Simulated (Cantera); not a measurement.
Charge: 1 mol SiH2Cl2, 12 mol NH3, equilibrated at 1798 K and 46.5 Torr.

Cantera equilibrium calculation (NASA polynomials, part measured and part estimated; ideal gas, pure solids and liquids). Candidate condensed phases: NH4Cl, Si, Si3N4; 28 gas species. The tables' values for SiCl3, SiCl are old estimates; treat these amounts as uncertain. Gases not in the tables: Si2H6 and higher silanes. Rates play no part.

Base state: H2 0.715, N2 0.216, HCl 0.0570, SiCl2 0.0104, H 0.00120, SiCl3 8.93e-5, Cl 7.30e-5, SiCl 5.42e-5 (mole fractions); condensed: Si3N4(s).

**Question.** What changes in the equilibrium state with this change: SiH2Cl2 replaced by Si2Cl6?

**Answer.** 
| species | before | after |
|---|---|---|
| H2 | 0.715 | 0.617 |
| N2 | 0.216 | 0.211 |
| HCl | 0.0570 | 0.118 |
| SiCl2 | 0.0104 | 0.0522 |
| SiCl4 | 1.24e-6 | 3.04e-5 |
| SiCl3 | 8.93e-5 | 0.000990 |
| SiHCl3 | 3.87e-6 | 3.99e-5 |
| Si3N4(s), mol | 0.243 | 0.192 |
The feed counts by its element totals alone.

**Question.** What changes in the equilibrium state with this change: temperature from 1798 K to 2048 K?

**Answer.** 
| species | before | after |
|---|---|---|
| H2 | 0.715 | 0.695 |
| N2 | 0.216 | 0.229 |
| HCl | 0.0570 | 0.0554 |
| H | 0.00120 | 0.00750 |
| SiCl2 | 0.0104 | 0.0100 |
| Si2 | 1.64e-7 | 1.41e-5 |
| Si | 3.68e-5 | 0.00122 |
| Si3N4(s), mol | 0.243 | 0 |
| Si(l), mol | 0 | 0.682 |
The tables' values for SiCl, SiN, SiCl3 are old estimates; treat these amounts as uncertain.
